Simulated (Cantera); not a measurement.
# Carbon deposition, reforming and gasification: C6H6 + H2 + N2

A closed system holds: 1 mol C6H6, 53 mol H2, 0.25 mol N2, equilibrated at 1825 °C and 13.3 mbar.

Cantera equilibrium calculation (NASA polynomials, part measured and part estimated; ideal gas, pure solids and liquids). Candidate condensed phases: C, C6H6, C7H8, C8H18; 92 gas species. The numbers say what is thermodynamically allowed, not how fast it happens.

The x(H2) is 0.967 and the x(H) comes out as 0.0262. The x(N2) is 0.00370 and the x(C2H2 (acetylene)) is 0.00138. The x(HCN) comes out as 0.00128 and the x(HNC) comes out as 8.59e-5. The x(CH4) is 4.13e-6. The x(CH3) comes out as 2.19e-6 and the x(CN) is 1.01e-6. The n(C(graphite)) comes out as 5.76 mol and the gas amount is 57.00 mol.
